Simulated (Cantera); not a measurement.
An adiabatic, constant-pressure homogeneous reactor starts with CH₄ : H₂ : O₂ : N₂ = 1 : 0.24 : 4.42 : 16.6 (molar parts), equivalence ratio 0.48, at 1325 K and 5.10 bar. Integrator tolerance rtol = 1e-08.

Computed with Cantera and GRI-Mech 3.0 (53 species, 325 reactions).

### Question
What does this change do: pressure from 5.10 bar to 0.960 bar?

### Answer
```json
[
 {"quantity": "time of steepest temperature rise", "before": "0.392 ms", "after": "1.47 ms"},
 {"quantity": "temperature at 3.00 s", "before": "2292 K", "after": "2273 K"},
 {"quantity": "equilibrium temperature", "before": "2292 K", "after": "2273 K"},
 {"quantity": "x(CH₄) at 3.00 s", "before": "<1e-12 (gas-phase equilibrium <1e-12)", "after": "<1e-12 (gas-phase equilibrium <1e-12)"},
 {"quantity": "x(H₂) at 3.00 s", "before": "0.000279 (gas-phase equilibrium 0.000279)", "after": "0.000570 (gas-phase equilibrium 0.000570)"},
 {"quantity": "x(O₂) at 3.00 s", "before": "0.0977 (gas-phase equilibrium 0.0977)", "after": "0.0976 (gas-phase equilibrium 0.0976)"},
 {"quantity": "x(O) at 3.00 s", "before": "0.000659 (gas-phase equilibrium 0.000659)", "after": "0.00136 (gas-phase equilibrium 0.00136)"},
 {"quantity": "x(H₂O) at 3.00 s", "before": "0.0987 (gas-phase equilibrium 0.0987)", "after": "0.0974 (gas-phase equilibrium 0.0974)"},
 {"quantity": "x(NO) at 3.00 s", "before": "0.0103 (gas-phase equilibrium 0.0103)", "after": "0.00986 (gas-phase equilibrium 0.00986)"}
]
```
